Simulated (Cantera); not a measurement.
Charge: 1 mol SiC, 0.56 mol H₂O, 1.5 mol N₂, 0.16 mol CO₂, equilibrated at 1500 °C and 0.280 Pa.

Equilibrium computed with Cantera from the NASA thermochemical tables; the gas is ideal and each condensed phase is pure. Candidate condensed phases: C, C₆H₆, C₇H₈, C₈H₁₈, H₂O, Si, SiC, SiO₂, Si₂N₂O, Si₃N₄; 151 gas species. The tables' values for SiN are old estimates; treat these amounts as uncertain. The numbers say what is thermodynamically allowed, not how fast it happens.

Base state: N₂ 0.437, CO 0.207, H₂ 0.132, Si 0.110, H 0.0619, SiO 0.0493, Si₂C 0.00101, HCN 0.000190 (mole fractions); condensed: SiC(s).

Problem. What changes in the equilibrium state with this change: temperature from 1500 °C to 1925 °C?

Solution. 
```csv
species,before,after
N₂,0.437,0.333
H,0.0619,0.238
Si,0.110,0.203
H₂,0.132,0.00512
SiO,0.0493,4.09e-5
SiC₂,2.96e-5,0.0194
CO,0.207,0.196
C₃,<1e-9,0.000829
C,6.42e-9,0.000526
C₂,<1e-9,7.23e-5
C₂H,1.46e-9,2.08e-5
CN,1.16e-6,0.00204
"SiC(s), mol",0.445,0
"C(graphite), mol",0,0.0759
```
